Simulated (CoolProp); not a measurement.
Properties of n-perfluorobutane along the isotherm 127.05 °C.

Computed with CoolProp (reference Helmholtz-energy equation of state, Gao 2022).

| p (MPa) | phase | density (kg/m³) | cp (kJ/(kg K)) | cv (kJ/(kg K)) | speed of sound (m/s) | expansivity (1/kK) | fugacity coefficient |
|---|---|---|---|---|---|---|---|
| 1 | gas | 82.93 | 0.9999 | (withheld) | 104.9 | 4.196 | 0.8788 |
| 2 | gas | (withheld) | 1.168 | 0.9483 | (withheld) | 9.955 | 0.7572 |
| 3 | supercritical | 626.1 | 2.763 | 0.9917 | 61.90 | 56.72 | (withheld) |
| 4 | supercritical | 936.3 | 1.559 | 0.9739 | 112.7 | 13.57 | 0.5131 |
| 5 | supercritical | 1024 | 1.374 | 0.9672 | 148.7 | 8.086 | 0.4414 |
| 6 | supercritical | 1077 | 1.303 | 0.9637 | 175.7 | 6.097 | 0.3937 |
| 7 | supercritical | 1115 | (withheld) | (withheld) | 198.0 | 5.034 | 0.3602 |
| 8 | supercritical | (withheld) | 1.239 | 0.9603 | 217.3 | 4.359 | 0.3358 |
| 9 | supercritical | (withheld) | 1.221 | 0.9593 | 234.5 | 3.886 | 0.3175 |
| 10 | supercritical | 1192 | 1.207 | 0.9586 | 250.1 | 3.533 | 0.3036 |

Q: Fill in the missing entries.

A: 
- 1, cv (kJ/(kg K)): 0.9280
- 2, density (kg/m³): 212.4
- 2, speed of sound (m/s): 82.67
- 3, fugacity coefficient: 0.6269
- 7, cp (kJ/(kg K)): 1.264
- 7, cv (kJ/(kg K)): 0.9617
- 8, density (kg/m³): 1145
- 9, density (kg/m³): 1171

The peak of cp marks the crossing from liquid-like to gas-like fluid above the critical point.
